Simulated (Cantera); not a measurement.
Thermodynamics of chemical vapour transport, feed Si + H₂O + N₂

Feed: 1 mol Si, 2 mol H₂O, 0.57 mol N₂, at 39000 Pa.

These are equilibrium values from Cantera (NASA tables, ideal gas, pure condensed phases), not measurements of a reactor. Candidate condensed phases: H₂O, Si, SiO₂, Si₂N₂O, Si₃N₄; 35 gas species. N₂ is the only nitrogen source here; it is nearly inert below about 1500 K, so the nitride shown seldom forms there in practice. Mutual solubility and eutectic melting of coexisting phases are not modelled. The tables hold silica as quartz up to 1696 K and as liquid above; real silica turns to tridymite and cristobalite and melts near 1996 K. Rates play no part.

```tsv
T (K)	x H₂	x N₂	x H₂O	x SiO	x H	n SiO₂(β-quartz)	n Si₂N₂O(s)	n SiO₂(condensed)
1100	0.778	0.222	8.12e-5	5.15e-12	3.65e-8	1.000	6.96e-5	0
1150	0.778	0.222	9.89e-5	5.76e-11	1.05e-7	1.000	8.47e-5	0
1200	0.778	0.222	0.000118	5.25e-10	2.79e-7	1.000	0.000101	0
1250	0.778	0.222	0.000139	4.00e-9	6.83e-7	1.000	0.000119	0
1300	0.778	0.222	0.000162	2.60e-8	1.56e-6	1.000	0.000139	0
1350	0.778	0.222	0.000186	1.46e-7	3.37e-6	1.000	0.000159	0
1400	0.778	0.222	0.000211	7.26e-7	6.87e-6	1.000	0.000180	0
1450	0.778	0.222	0.000237	3.22e-6	1.34e-5	1.000	0.000201	0
1500	0.778	0.222	0.000265	1.29e-5	2.49e-5	1.000	0.000216	0
1550	0.778	0.222	0.000294	4.71e-5	4.45e-5	0.999	0.000211	0
1600	0.778	0.222	0.000323	0.000158	7.68e-5	0.999	0.000141	0
1650	0.777	0.222	0.000417	0.000417	0.000128	0.999	0	0
1700	0.777	0.222	0.000742	0.000742	0.000208	0	0	0.998
```
x: gas mole fraction; n: condensed amount in mol.

From 1100 K to 1600 K the condensed part is SiO₂(β-quartz) + Si₂N₂O(s). At 1650 K the condensed part is SiO₂(β-quartz). At 1700 K the condensed part is SiO₂(condensed).
